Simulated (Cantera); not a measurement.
Transport properties of process gases

Gas mixture: CO2 : C2H2 = 0.13 : 0.41 (molar parts), at 26.3 Torr, frozen composition.

Cantera's kinetic-theory transport with the Lennard-Jones parameters of GRI-Mech 3.0, ideal gas; thermal conductivity in the multicomponent form. The composition is frozen, though it would react at the higher temperatures.

```json
[
 {"T (K)": "400", "ρ (kg/m³)": "0.0320", "cp (J/kg/K)": "1584", "μ (µPa s)": "15.3", "λ (mW/m/K)": "32.9", "Pr": "0.734", "D (cm²/s) N2": "8.02", "D (cm²/s) NH3": "8.36", "D (cm²/s) O": "12.4"},
 {"T (K)": "550", "ρ (kg/m³)": "0.0232", "cp (J/kg/K)": "1778", "μ (µPa s)": "19.9", "λ (mW/m/K)": "48.1", "Pr": "0.735", "D (cm²/s) N2": "14.0", "D (cm²/s) NH3": "15.4", "D (cm²/s) O": "21.5"},
 {"T (K)": "700", "ρ (kg/m³)": "0.0183", "cp (J/kg/K)": "1916", "μ (µPa s)": "24.0", "λ (mW/m/K)": "62.5", "Pr": "0.734", "D (cm²/s) N2": "21.3", "D (cm²/s) NH3": "24.1", "D (cm²/s) O": "32.5"},
 {"T (K)": "850", "ρ (kg/m³)": "0.0150", "cp (J/kg/K)": "2030", "μ (µPa s)": "27.6", "λ (mW/m/K)": "76.5", "Pr": "0.734", "D (cm²/s) N2": "29.6", "D (cm²/s) NH3": "34.2", "D (cm²/s) O": "45.2"},
 {"T (K)": "1000", "ρ (kg/m³)": "0.0128", "cp (J/kg/K)": "2129", "μ (µPa s)": "31.0", "λ (mW/m/K)": "90.1", "Pr": "0.733", "D (cm²/s) N2": "38.9", "D (cm²/s) NH3": "45.7", "D (cm²/s) O": "59.4"},
 {"T (K)": "1150", "ρ (kg/m³)": "0.0111", "cp (J/kg/K)": "2213", "μ (µPa s)": "34.2", "λ (mW/m/K)": "103", "Pr": "0.732", "D (cm²/s) N2": "49.2", "D (cm²/s) NH3": "58.5", "D (cm²/s) O": "75.1"},
 {"T (K)": "1300", "ρ (kg/m³)": "0.00983", "cp (J/kg/K)": "2285", "μ (µPa s)": "37.2", "λ (mW/m/K)": "116", "Pr": "0.732", "D (cm²/s) N2": "60.5", "D (cm²/s) NH3": "72.4", "D (cm²/s) O": "92.2"}
]
```
D: mixture-averaged diffusion coefficient of that species in the mixture.
